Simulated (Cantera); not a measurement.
Adiabatic ignition

An adiabatic, constant-volume homogeneous reactor starts with 8.12 % CH4, 4.30 % CO, 18.4 % O2, 69.2 % N2, equivalence ratio 1.00, at 1700 K and 750 Torr.

Computed with Cantera and GRI-Mech 3.0 (53 species, 325 reactions).

| t (s) | T (K) | P (bar) | x CH4 | x CO | x O2 | x HCN | x C2H2 | x H2 |
|---|---|---|---|---|---|---|---|---|
| 8.00e-6 | 1700 | 1.000 | 0.0811 | 0.0430 | 0.184 | <1e-12 | 1.98e-12 | 4.59e-6 |
| 2.59e-5 | 1700 | 1.000 | 0.0810 | 0.0430 | 0.184 | <1e-12 | 3.93e-10 | 1.92e-5 |
| 8.37e-5 | 1701 | 1.00 | 0.0802 | 0.0430 | 0.184 | 1.10e-12 | 1.18e-7 | 0.000172 |
| 0.000270 | 2916 | 1.80 | <1e-12 | 0.0658 | 0.0321 | 1.06e-9 | <1e-12 | 0.0196 |
| 0.000875 | 2943 | 1.81 | <1e-12 | 0.0651 | 0.0273 | 4.22e-9 | <1e-12 | 0.0193 |
| 0.00283 | 2941 | 1.81 | <1e-12 | 0.0652 | 0.0268 | 4.59e-9 | <1e-12 | 0.0194 |
| 0.00915 | 2941 | 1.81 | <1e-12 | 0.0652 | 0.0268 | 4.59e-9 | <1e-12 | 0.0194 |
| 0.0296 | 2941 | 1.81 | <1e-12 | 0.0652 | 0.0268 | 4.59e-9 | <1e-12 | 0.0194 |
| 0.0956 | 2941 | 1.81 | <1e-12 | 0.0652 | 0.0268 | 4.59e-9 | <1e-12 | 0.0194 |
| 0.309 | 2941 | 1.81 | <1e-12 | 0.0652 | 0.0268 | 4.59e-9 | <1e-12 | 0.0194 |
| 1.00 | 2941 | 1.81 | <1e-12 | 0.0652 | 0.0268 | 4.59e-9 | <1e-12 | 0.0194 |
x: mole fraction; the columns are a selection and need not sum to one.

```json
{
 "time_of_steepest_temperature_rise": "0.208 ms",
 "temperature at 1.00 s": "2941 K",
 "equilibrium_temperature": "2941 K",
 "x(CH4) at 1.00 s": "<1e-12 (gas-phase equilibrium <1e-12)",
 "x(CO) at 1.00 s": "0.0652 (gas-phase equilibrium 0.0652)",
 "x(O2) at 1.00 s": "0.0268 (gas-phase equilibrium 0.0268)"
}
```
